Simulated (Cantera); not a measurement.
# Thermodynamics of oxide etching and cleaning by halides, feed SiO2 + HCl

Input: 1 mol SiO2, 19 mol HCl, at 590 Pa.

Cantera equilibrium calculation (NASA polynomials, part measured and part estimated; ideal gas, pure solids and liquids). Candidate condensed phases: H2O, Si, SiO2; 30 gas species. The tables' values for SiCl3, SiO2 are old estimates; treat these amounts as uncertain. The tables hold silica as quartz up to 1696 K and as liquid above; real silica turns to tridymite and cristobalite and melts near 1996 K. Rates play no part.

From 975 °C to 1350 °C the condensed part is SiO2(β-quartz). From 1425 °C to 1650 °C the condensed part is SiO2(condensed). The main Si-bearing gas is SiCl4 at 975 °C and SiO at 1650 °C.

| T (°C) | x HCl | x Cl | x H2 | x SiO | x H2O | x H | x SiCl4 | x Cl2 | n SiO2(β-quartz) | n SiO2(condensed) |
|---|---|---|---|---|---|---|---|---|---|---|
| 975 | 0.999 | 0.000369 | 0.000198 | 8.39e-11 | 0.000103 | 8.56e-8 | 5.12e-5 | 1.37e-5 | 0.999 | 0 |
| 1050 | 0.999 | 0.000831 | 0.000433 | 2.88e-9 | 0.000129 | 4.30e-7 | 6.41e-5 | 1.77e-5 | 0.999 | 0 |
| 1125 | 0.997 | 0.00171 | 0.000875 | 6.73e-8 | 0.000159 | 1.82e-6 | 7.77e-5 | 2.20e-5 | 0.998 | 0 |
| 1200 | 0.995 | 0.00327 | 0.00165 | 1.13e-6 | 0.000192 | 6.70e-6 | 9.01e-5 | 2.67e-5 | 0.998 | 0 |
| 1275 | 0.991 | 0.00586 | 0.00293 | 1.37e-5 | 0.000238 | 2.17e-5 | 9.43e-5 | 3.18e-5 | 0.998 | 0 |
| 1350 | 0.984 | 0.0100 | 0.00487 | 0.000111 | 0.000337 | 6.28e-5 | 7.14e-5 | 3.74e-5 | 0.996 | 0 |
| 1425 | 0.975 | 0.0164 | 0.00760 | 0.000515 | 0.000661 | 0.000164 | 2.66e-5 | 4.38e-5 | 0 | 0.989 |
| 1500 | 0.959 | 0.0258 | 0.0112 | 0.00153 | 0.00160 | 0.000392 | 6.02e-6 | 5.09e-5 | 0 | 0.970 |
| 1575 | 0.937 | 0.0394 | 0.0155 | 0.00378 | 0.00380 | 0.000861 | 1.31e-6 | 5.91e-5 | 0 | 0.926 |
| 1650 | 0.903 | 0.0587 | 0.0202 | 0.00840 | 0.00836 | 0.00174 | 3.11e-7 | 6.88e-5 | 0 | 0.833 |
x: gas mole fraction; n: condensed amount in mol.
